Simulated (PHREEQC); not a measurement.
**Silver or lead bath**

A solution holds 0.00462 mol PbCl2 per kg of water, at 25 °C. Closed to the air; pH follows from the charge balance.

Equilibrium calculation in PHREEQC: ion-association model, phreeqc.dat.

```
Property                Result
--------------  --------------
pH                        5.13
ionic strength  0.0122 mol/kgw
```

```json
[
 {"species": "Cl-", "molality": "0.00841", "activity": "0.00751", "log γ": "-0.050"},
 {"species": "Pb+2", "molality": "0.00379", "activity": "0.00242", "log γ": "-0.196"},
 {"species": "PbCl+", "molality": "0.000809", "activity": "0.000723", "log γ": "-0.049"},
 {"species": "PbCl2", "molality": "8.57e-6", "activity": "8.60e-6", "log γ": "0.001"},
 {"species": "H+", "molality": "8.12e-6", "activity": "7.36e-6", "log γ": "-0.042"},
 {"species": "PbOH+", "molality": "7.16e-6", "activity": "6.40e-6", "log γ": "-0.049"},
 {"species": "Pb2OH+3", "molality": "9.54e-7", "activity": "3.47e-7", "log γ": "-0.440"},
 {"species": "PbCl3-", "molality": "5.74e-8", "activity": "5.13e-8", "log γ": "-0.049"},
 {"species": "OH-", "molality": "1.54e-9", "activity": "1.37e-9", "log γ": "-0.050"}
]
```

Precipitation was switched off in this run. Species that the database lacks are ignored.
